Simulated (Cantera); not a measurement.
## Thermodynamics of silicon etching in halogen gases, feed Si + F₂ + N₂

A closed system holds: 1 mol Si, 4.9 mol F₂, 2 mol N₂, at 875 K and 57.0 Pa.

Method: chemical equilibrium by Gibbs-energy minimisation in Cantera with the NASA 1993 tables (ideal gas, pure condensed phases). Candidate condensed phases: Si, Si₃N₄; 16 gas species. The numbers say what is thermodynamically allowed, not how fast it happens.

```json
{
  "x(F)": "0.421",
  "x(N₂)": "0.268",
  "x(F₂)": "0.177",
  "x(SiF₄)": "0.134",
  "x(NF₃)": "8.31e-5",
  "gas_amount": "7.474 mol",
  "log10 activity of Si(s) (absent)": "-85.04"
}
```
